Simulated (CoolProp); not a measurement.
Properties of nitrogen along the isobar 0.101 MPa (Tc = 126.2 K, pc = 3.396 MPa, ω = 0.037).

Model: reference Helmholtz-energy equation of state, Span 2000, in CoolProp.

```tsv
T (K)	phase	density (kg/m³)	speed of sound (m/s)
69	liquid	842.9	936.3
94.8	gas	3.675	195.9
120.5	gas	2.857	222.4
146.3	gas	2.341	245.8
172.1	gas	1.985	267.0
197.8	gas	1.724	286.5
223.6	gas	1.524	304.8
249.4	gas	1.366	321.9
275.2	gas	1.237	338.2
300.9	gas	1.131	353.7
```
